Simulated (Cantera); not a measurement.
## Equilibrium for carbon deposition, reforming and gasification: C2H2 + CO2

Charge: 1 mol C2H2, a varied amount of CO2, at 1625 °C and 16.0 bar.

These are equilibrium values from Cantera (NASA tables, ideal gas, pure condensed phases), not measurements of a reactor. Candidate condensed phases: C, C6H6, C7H8, C8H18, H2O; 110 gas species. Kinetics and transport are ignored.

```
n(CO2) (mol)  log p H2  log p CO  log p CH4  log p H2O  log p CO2  log p C2H2 (acetylene)  log p H  n C(graphite)
------------  --------  --------  ---------  ---------  ---------  ----------------------  -------  -------------
0.077             1.14      0.33      -0.97      -2.28      -3.71                   -2.29    -2.54           1.91
0.24              1.03      0.72      -1.19      -2.00      -2.94                   -2.39    -2.59           1.75
0.4               0.95      0.85      -1.36      -1.95      -2.66                   -2.48    -2.63           1.60
0.56              0.87      0.93      -1.50      -1.94      -2.51                   -2.55    -2.67           1.44
0.72              0.81      0.98      -1.62      -1.96      -2.42                   -2.61    -2.70           1.28
0.88              0.76      1.01      -1.73      -1.98      -2.35                   -2.66    -2.73           1.12
1                 0.72      1.03      -1.80      -1.99      -2.31                   -2.70    -2.74          0.999
1.2               0.67      1.05      -1.91      -2.02      -2.26                   -2.75    -2.77          0.800
1.4               0.62      1.07      -2.00      -2.05      -2.23                   -2.80    -2.80          0.600
1.5               0.60      1.08      -2.05      -2.07      -2.21                   -2.82    -2.81          0.501
1.7               0.56      1.09      -2.13      -2.09      -2.18                   -2.87    -2.83          0.301
1.8               0.54      1.10      -2.17      -2.11      -2.17                   -2.89    -2.84          0.201
```
log p: log10 of the partial pressure in bar; n: condensed amount in mol.

From 0.077 mol CO2 to 1.8 mol CO2 the condensed part is C(graphite). The main C-bearing gas is CO throughout. The share of C in condensed phases is highest at 0.077 mol CO2 (92.2 %) and lowest at 1.8 mol CO2 (5.3 %).
